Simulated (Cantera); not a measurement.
Mixture: C₃H₈ : O₂ : N₂ = 1 : 4.55 : 28.6 (molar parts), at 2.96 atm, adiabatic and at constant volume. Ignition delay is the time to a rise of 400 K.

Computed with Cantera and GRI-Mech 3.0 (53 species, 325 reactions). GRI-Mech 3.0 was tuned for natural gas; its chemistry of propane as a main component is partial and can be far from experiment.

Task: What does this change do: pressure from 2.96 atm to 5.43 atm?

Result: 
```tsv
quantity	before	after
delay at 1150 K	13.3 ms	9.05 ms
delay at 1350 K	0.337 ms	0.246 ms
delay at 1550 K	31.2 µs	21.7 µs
delay at 1750 K	7.79 µs	5.04 µs
delay at 1950 K	3.44 µs	2.11 µs
apparent activation energy between 1850 and 2050 K	100 kJ/mol	110 kJ/mol
```

Task: What does this change do: pressure from 2.96 atm to 9.87 atm?

Result: 
```csv
quantity,before,after
delay at 1150 K,13.3 ms,5.84 ms
delay at 1350 K,0.337 ms,0.178 ms
delay at 1550 K,31.2 µs,15.3 µs
delay at 1750 K,7.79 µs,3.34 µs
delay at 1950 K,3.44 µs,1.33 µs
apparent activation energy between 1850 and 2050 K,100 kJ/mol,120 kJ/mol
```
